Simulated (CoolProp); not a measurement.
Methanol at several states: Z from the reference equation and from simpler models built on Tc = 240.2 °C, pc = 8.216 MPa, ω = 0.565; each cubic takes its own stable root.

Model: reference Helmholtz-energy equation of state, de Reuck 1993, in CoolProp.

| T (°C) | p (MPa) | phase | reference |
|---|---|---|---|
| 288.15 | 1.04 | gas | 0.9711 |
| 218.95 | 3.15 | gas | 0.8098 |
| -63.75 | 1.04 | liquid | 0.02196 |
| 4.15 | 29.7 | liquid | 0.4980 |
| 307.55 | 0.109 | gas | 0.9974 |
| -90.35 | 1.32 | liquid | 0.03098 |

Question: How far does each simpler model (van der Waals, Soave-Redlich-Kwong) lie from the reference over these 6 states: mean and median of the absolute difference, and the worst?

Answer: 
- van der Waals: mean 53.0 %, median 52.9 %, worst +106.6 % at -90.35 °C and 1.32 MPa
- Soave-Redlich-Kwong: mean 17.0 %, median 17.0 %, worst +34.8 % at -90.35 °C and 1.32 MPa
